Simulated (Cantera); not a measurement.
**Thermodynamics of silicon epitaxy and polysilicon growth, feed Si2Cl6 + H2**

A closed system holds: 1 mol Si2Cl6, 78 mol H2, at 540 Pa.

Cantera equilibrium calculation (NASA polynomials, part measured and part estimated; ideal gas, pure solids and liquids). Candidate condensed phases: Si; 19 gas species. The feed counts by its element totals alone. The tables' values for SiCl3 are old estimates; treat these amounts as uncertain. Equilibrium is a limit: real reactors are often held back by kinetics, nucleation or transport.

```tsv
T (K)	log p H2	log p HCl	log p SiCl4	log p SiCl2	log p SiHCl3	log p SiCl3	log p SiH2Cl2	log p H	n Si(s)
973	-2.28	-3.97	-4.23	-5.45	-4.80	-5.57	-6.34	-10.11	0.798
1023	-2.29	-3.81	-4.34	-5.09	-4.89	-5.38	-6.39	-9.53	0.943
1073	-2.29	-3.69	-4.51	-4.80	-5.03	-5.26	-6.47	-9.00	1.08
1123	-2.29	-3.61	-4.78	-4.59	-5.23	-5.23	-6.59	-8.52	1.19
1173	-2.29	-3.56	-5.13	-4.46	-5.50	-5.29	-6.77	-8.08	1.25
1223	-2.30	-3.54	-5.55	-4.39	-5.83	-5.42	-6.97	-7.67	1.27
1273	-2.30	-3.53	-5.99	-4.35	-6.16	-5.58	-7.18	-7.30	1.26
1323	-2.30	-3.53	-6.42	-4.32	-6.49	-5.74	-7.39	-6.95	1.25
1373	-2.30	-3.53	-6.83	-4.30	-6.80	-5.90	-7.59	-6.63	1.23
```
log p: log10 of the partial pressure in bar; n: condensed amount in mol.

From 973 K to 1373 K the condensed part is Si(s). The main Si-bearing gas is SiCl4 at 973 K and SiCl2 at 1373 K. The share of Si in condensed phases is highest at 1223 K (63.3 %) and lowest at 973 K (39.9 %).
